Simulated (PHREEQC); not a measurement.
30 mol of Glaserite (NaK3(SO4)2) is brought to equilibrium with 1 kg of water, with rising amounts of Na2B4O7, at 20 °C. CO2 from the air is kept out. Solids allowed: Glaserite, Arcanite, Mirabilite, Misenite, Thenardite, Borax, Boric_acid,s, KB5O8:4H2O, K2B4O7:4H2O, NaBO2:4H2O, NaB5O8:5H2O. Others were left out.

Model: Pitzer model, pitzer.dat, run in PHREEQC.

### Question
Predict pH, B4O5(OH)4-2 (mol/kgw), B(OH)4- (mol/kgw) at Na2B4O7 added (mol) = 0, 0.01, 0.07, 0.08.

### Answer
```json
[
 {"Na2B4O7 added (mol)": "0", "pH": "7.53", "B4O5(OH)4-2 (mol/kgw)": "0", "B(OH)4- (mol/kgw)": "0"},
 {"Na2B4O7 added (mol)": "0.01", "pH": "9.03", "B4O5(OH)4-2 (mol/kgw)": "0.000112", "B(OH)4- (mol/kgw)": "0.0195"},
 {"Na2B4O7 added (mol)": "0.07", "pH": "9.11", "B4O5(OH)4-2 (mol/kgw)": "0.0233", "B(OH)4- (mol/kgw)": "0.0806"},
 {"Na2B4O7 added (mol)": "0.08", "pH": "9.12", "B4O5(OH)4-2 (mol/kgw)": "0.0294", "B(OH)4- (mol/kgw)": "0.0863"}
]
```

In brines, pH and single-ion activities rest on the MacInnes convention.
